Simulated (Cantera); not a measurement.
An isothermal, constant-pressure homogeneous reactor starts with H₂ : O₂ : N₂ = 0.5 : 1 : 0.14 (molar parts), at 1275 K and 1.13 Torr.

Detailed kinetics in Cantera: GRI-Mech 3.0 (53 species, 325 reactions). Radical loss at walls, strong at low pressure, is not modelled. The temperature is held fixed by assumption; the heat of reaction is taken as removed at once.

One state of this run: x H₂ = 0.0193; x O₂ = 0.463; x NO₂ = <1e-12; x HO₂ = 8.22e-7; x H = 0.103; x OH = 0.0147; x NO = 4.43e-7. x: mole fraction; the columns are a selection and need not sum to one.

Task: Which value of t (s) does it belong to?
A. 1.06
B. 0.000744
C. 0.000300
D. 0.172

Result: D, 0.172
